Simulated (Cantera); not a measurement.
**Silicon nitride deposition: SiCl₄ + N₂ + H₂**

Feed: 1 mol SiCl₄, 21 mol N₂, 0.5 mol H₂, held at 1302 °C and 48.0 Pa.

Cantera equilibrium calculation (NASA polynomials, part measured and part estimated; ideal gas, pure solids and liquids). Candidate condensed phases: NH₄Cl, Si, Si₃N₄; 28 gas species. The tables' values for SiCl₃ are old estimates; treat these amounts as uncertain. Kinetics and transport are ignored.

- x(N₂) = 0.898
- x(HCl) = 0.0427
- x(SiCl₂) = 0.0248
- x(Cl) = 0.0161
- x(SiCl₃) = 0.00914
- x(SiCl₄) = 0.00879
- x(H₂) = 1.61e-5
- x(Cl₂) = 1.39e-5
- x(H) = 7.60e-6
- gas amount = 23.38 mol
- log10 activity of Si(s) (absent) = -4.19
